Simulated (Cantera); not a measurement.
A Cantera script and what it prints.

```python
import numpy as np
import cantera as ct

gas_names = """
    Cu CuF CuF2 CuO Cu2 F FO FO2 F2 F2O H HF HOF HO2 H2 H2F2 H2O H2O2 H3F3 H4F4 H5F5 H6F6 H7F7 O OH O2
    O3
""".split()
cond_names = """
    Cu(cr) Cu(L) CuF2(s) CuF2(L) CuO(s) CuO2H2(s) Cu2O(s) Cu2O(L) H2O(s) H2O(L)
""".split()


def load(file, names, dense=False):
    # The tables refer to 1 bar. Condensed volumes are neglected.
    table = {s.name: s for s in ct.Species.list_from_file(file)}
    out = []
    for n in names:
        d = dict(table[n].input_data)
        d["thermo"] = dict(d["thermo"], **{"reference-pressure": 1e5})
        if dense:
            d["equation-of-state"] = {"model": "constant-volume", "density": "1e6 g/cm^3"}
        out.append(ct.Species.from_dict(d))
    return out


gas = ct.Solution(thermo="ideal-gas", species=load("nasa_gas.yaml", gas_names))
cond = {s.name: ct.Solution(thermo="fixed-stoichiometry", species=[s], name=s.name)
        for s in load("nasa_condensed.yaml", cond_names, dense=True)}
atoms = {
    'CuO': {'Cu': 1, 'O': 1},
    'HF': {'H': 1, 'F': 1},
}
top_T = {'CuO(s)': 1390}  # K; cautious upper limits of use, not melting points


def equilibrate(T, P, feed):
    n = {}
    for name, mol in feed.items():
        for a, k in atoms[name].items():
            n[a] = n.get(a, 0.0) + k * mol
    gas.TPX = T, P, n
    mass = sum(n.values()) * gas.mean_molecular_weight
    gas.equilibrate("TP")
    valid = [c for c in cond.values() if c.min_temp <= T <= top_T.get(c.name, c.max_temp)]
    mix = ct.Mixture([(gas, mass / gas.mean_molecular_weight)] + [(c, 0.0) for c in valid])
    mix.T, mix.P = T, P
    mix.equilibrate("TP", solver="vcs", rtol=1e-11, max_steps=5000)
    return mix


results = []
feed = {'CuO': 1, 'HF': 49}  # mol
T = 1050  # K
P = 15000  # Pa
mix = equilibrate(T, P, feed)
results.append((T, P, feed, dict(zip(mix.species_names, mix.species_moles))))
x = sorted(zip(gas.X, gas.species_names), reverse=True)
print(f"T = {T:g} K  P = {P:g} Pa  gas = {mix.phase_moles(0):.4g} mol")
print("   x: " + "  ".join(f"{s} {v:.3e}" for v, s in x if v > 1e-06))
print("   condensed (mol): " + ("  ".join(f"{mix.phase(i).name} {mix.phase_moles(i):.4g}"
      for i in range(1, mix.n_phases) if mix.phase_moles(i) > 1e-12) or "none"))
```

Output:

```
T = 1050 K  P = 15000 Pa  gas = 49.18 mol
   x: HF 9.950e-01  O2 3.941e-03  H2O 6.203e-04  CuF2 3.387e-04  CuF 6.374e-05  H2F2 4.954e-06
   condensed (mol): CuF2(s) 0.01228  CuO(s) 0.1958  Cu2O(s) 0.386
```

Cantera equilibrium calculation (NASA polynomials, part measured and part estimated; ideal gas, pure solids and liquids). Mutual solubility and eutectic melting of coexisting phases are not modelled.
